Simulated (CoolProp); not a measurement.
Octamethyltrisiloxane (MDM) at several states: Z from the reference equation and from simpler models built on Tc = 565.4 K, pc = 14.38 bar, ω = 0.528; each cubic takes its own stable root.

Computed with CoolProp (reference Helmholtz-energy equation of state, Thol 2017).

| T (K) | p (bar) | phase | reference |
|---|---|---|---|
| 557.6 | 6.25 | gas | 0.8212 |
| 324.8 | 1.15 | liquid | 0.01278 |
| 429.1 | 28.8 | liquid | 0.2796 |
| 447.1 | 0.429 | gas | 0.9752 |

How far does each simpler model (van der Waals, Soave-Redlich-Kwong, Peng-Robinson) lie from the reference over these 4 states: mean and median of the absolute difference, and the worst?


- van der Waals: mean 34.9 %, median 32.5 %, worst +73.7 % at 324.8 K and 1.15 bar
- Soave-Redlich-Kwong: mean 4.9 %, median 4.3 %, worst +10.8 % at 324.8 K and 1.15 bar
- Peng-Robinson: mean 1.8 %, median 1.6 %, worst -3.9 % at 429.1 K and 28.8 bar
